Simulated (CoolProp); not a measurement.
Vapour-liquid equilibrium of methanol (1) + ethanol (2) at -6.45 °C; x and y are mole fractions of (1).

Computed with CoolProp (multi-fluid Helmholtz-energy mixture model, de Reuck 1993 and Schroeder 2014; pair parameters Bell 2016).

```json
[
 {"x": "0.05", "bubble pressure (bar)": "0.01095", "y at the bubble point": "0.127", "dew pressure at overall composition x (bar)": "0.01038", "liquid density (mol/L)": "17.91"},
 {"x": "0.15", "bubble pressure (bar)": "0.01263", "y at the bubble point": "(withheld)", "dew pressure at overall composition x (bar)": "0.01112", "liquid density (mol/L)": "(withheld)"},
 {"x": "0.25", "bubble pressure (bar)": "0.01424", "y at the bubble point": "0.466", "dew pressure at overall composition x (bar)": "0.01196", "liquid density (mol/L)": "19.17"},
 {"x": "0.35", "bubble pressure (bar)": "0.01581", "y at the bubble point": "(withheld)", "dew pressure at overall composition x (bar)": "0.01293", "liquid density (mol/L)": "19.85"},
 {"x": "0.45", "bubble pressure (bar)": "0.01739", "y at the bubble point": "0.677", "dew pressure at overall composition x (bar)": "(withheld)", "liquid density (mol/L)": "20.57"},
 {"x": "0.55", "bubble pressure (bar)": "0.01900", "y at the bubble point": "0.758", "dew pressure at overall composition x (bar)": "(withheld)", "liquid density (mol/L)": "21.34"},
 {"x": "0.65", "bubble pressure (bar)": "0.02065", "y at the bubble point": "(withheld)", "dew pressure at overall composition x (bar)": "0.01692", "liquid density (mol/L)": "(withheld)"},
 {"x": "0.75", "bubble pressure (bar)": "0.02234", "y at the bubble point": "0.887", "dew pressure at overall composition x (bar)": "0.01883", "liquid density (mol/L)": "23.02"},
 {"x": "0.85", "bubble pressure (bar)": "0.02408", "y at the bubble point": "0.939", "dew pressure at overall composition x (bar)": "0.02125", "liquid density (mol/L)": "23.95"},
 {"x": "0.95", "bubble pressure (bar)": "0.02583", "y at the bubble point": "0.981", "dew pressure at overall composition x (bar)": "0.02451", "liquid density (mol/L)": "(withheld)"}
]
```

### Question
Complete the blanks.

### Answer

- 0.15, y at the bubble point: 0.321
- 0.15, liquid density (mol/L): 18.52
- 0.35, y at the bubble point: 0.581
- 0.45, dew pressure at overall composition x (bar): 0.01405
- 0.55, dew pressure at overall composition x (bar): 0.01536
- 0.65, y at the bubble point: 0.828
- 0.65, liquid density (mol/L): 22.16
- 0.95, liquid density (mol/L): 24.94

No azeotrope shows between x = 0.05 and 0.95.

Pair parameters are fitted to limited data, so mixtures are less certain than the pure fluids. The gap from Raoult's law changes sign with composition, which may be real or a fault of the pair parameters; it wasn't checked against measurements.
